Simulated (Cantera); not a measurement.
A perfectly stirred reactor is fed with CH4 : CO2 = 1 : 0.43 (molar parts), at 1.00 bar; it is held at 1423 K, and followed from long to short residence time.

Model: GRI-Mech 3.0 (53 species, 325 reactions), integrated in Cantera. GRI-Mech 3.0 stops at C3 and has no aromatics, soot or wall deposition, so with more carbon than oxygen in the feed, carbon stays in small species such as C2H2 where larger ones or solid carbon would form.

Problem. Predict: x(CH4) at τ = 1.20 s; x(CO2) at τ = 1.20 s; x(CH2O) at τ = 1.20 s; x(CH3) at τ = 1.20 s; x(CH4) at τ = 26.0 ms; x(CO2) at τ = 26.0 ms; x(CH2O) at τ = 26.0 ms; x(CH3) at τ = 26.0 ms.

Solution. 
```json
{
  "x(CH4) at τ = 1.20 s": "0.475",
  "x(CO2) at τ = 1.20 s": "0.221",
  "x(CH2O) at τ = 1.20 s": "5.50e-7",
  "x(CH3) at τ = 1.20 s": "7.01e-5",
  "x(CH4) at τ = 26.0 ms": "0.692",
  "x(CO2) at τ = 26.0 ms": "0.300",
  "x(CH2O) at τ = 26.0 ms": "9.65e-7",
  "x(CH3) at τ = 26.0 ms": "9.85e-5"
}
```
